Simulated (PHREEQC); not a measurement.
Synthetic water in mg/L, 25 °C, pH 5.76, pe 12.2:

```csv
constituent,mg/L
Na,0.0445
K,2.28e-06
Ca,0.0118
Mg,0.00125
Cl,0.00794
S(6) as SO4,0.0157
Alkalinity as HCO3,0.123
Ba,0.0151
```

Na is adjusted to close the charge balance.
Valence states are taken as typed.

Equilibrium calculation in PHREEQC: ion-association model, phreeqc.dat.

No solid was allowed to form.

**Question.** Predict the ionic strength.

**Answer.** ionic strength 4.93e-6 mol/kgw.

**Question.** In which forms is C present?

**Answer.** CO2 80 %, HCO3- 20 % of the C.
